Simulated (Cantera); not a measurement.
Input (Python, Cantera) and output of one run.

```python
import numpy as np
import cantera as ct

gas_names = """
    B BF BF2 BF3 BN BO BOF BOF2 BO2 B2 B2O B2O2 B2O3 B3O3F3 F FO FO2 F2 F2O N NF NF2 NF3 NO NO2 NO3 N2
    N2O O O2 O3
""".split()
cond_names = """
    B(b) B(L) BN(s) B2O3(L)
""".split()


# ... load() reads the species with a 1 bar reference pressure and builds the phases ...
atoms = {
    'B2O3': {'B': 2, 'O': 3},
    'F2': {'F': 2},
    'N2': {'N': 2},
}
top_T = {'BN(s)': 3200}  # K; cautious upper limits of use, not melting points


# ... equilibrate(T, P, feed) seeds the gas with the atoms and calls Mixture.equilibrate('TP', solver="vcs", rtol=1e-11, max_steps=5000) ...
results = []
feed = {'B2O3': 1, 'F2': 0.56, 'N2': 8}  # mol
P = 350  # Pa
for T in [900, 975, 1050, 1125, 1200, 1275, 1350, 1425, 1500, 1575, 1650, 1725, 1800]:
    mix = equilibrate(T, P, feed)
    results.append((T, P, feed, dict(zip(mix.species_names, mix.species_moles))))

top = {s: max(r[3][s] / sum(r[3][g] for g in gas_names) for r in results) for s in gas_names}
cols = sorted((s for s in top if top[s] > 1e-06), key=lambda s: -top[s])[:7]
seen = [c for c in cond_names if any(r[3].get(c, 0) > 1e-12 for r in results)]
print("log10 of partial pressures in bar; condensed amounts in mol")
print(f"{'T/K':>10s}" + "".join(f"{s[:9]:>10s}" for s in cols + seen))
for T, P, feed, n in results:
    ng = sum(n[g] for g in gas_names)
    print(f"{T:10.4g}" + "".join(f"{np.log10(max(n[s] / ng * P / 1e5, 1e-99)):10.3f}" for s in cols)
          + "".join(f"{n.get(c, 0):10.4g}" for c in seen))
```

Output:

```
log10 of partial pressures in bar; condensed amounts in mol
       T/K        N2       BOF      B2O3       BF3        O2       BO2    B3O3F3   B2O3(L)
       900    -2.490    -6.696   -13.795    -3.858    -3.946   -13.657    -4.910    0.7827
       975    -2.490    -5.856   -12.009    -3.865    -3.946   -12.160    -4.857    0.7778
      1050    -2.491    -5.140   -10.487    -3.875    -3.947   -10.882    -4.822    0.7701
      1125    -2.492    -4.529    -9.176    -3.903    -3.949    -9.778    -4.815    0.7508
      1200    -2.498    -4.017    -8.036    -3.988    -3.955    -8.817    -4.872    0.6989
      1275    -2.510    -3.627    -7.036    -4.240    -3.967    -7.973    -5.103    0.5889
      1350    -2.522    -3.424    -6.153    -4.892    -3.980    -7.226    -5.738    0.4723
      1425    -2.526    -3.385    -5.367    -5.894    -3.985    -6.558    -6.728    0.4315
      1500    -2.529    -3.383    -4.664    -6.895    -3.989    -5.958    -7.718    0.3802
      1575    -2.538    -3.392    -4.031    -7.828    -4.003    -5.420    -8.643    0.1775
      1650    -2.546    -3.400    -3.817    -8.313    -4.018    -5.112    -9.481         0
      1725    -2.547    -3.400    -3.823    -8.534    -4.026    -4.930   -10.222         0
      1800    -2.547    -3.400    -3.831    -8.733    -4.036    -4.765   -10.900         0
```

Cantera equilibrium calculation (NASA polynomials, part measured and part estimated; ideal gas, pure solids and liquids).
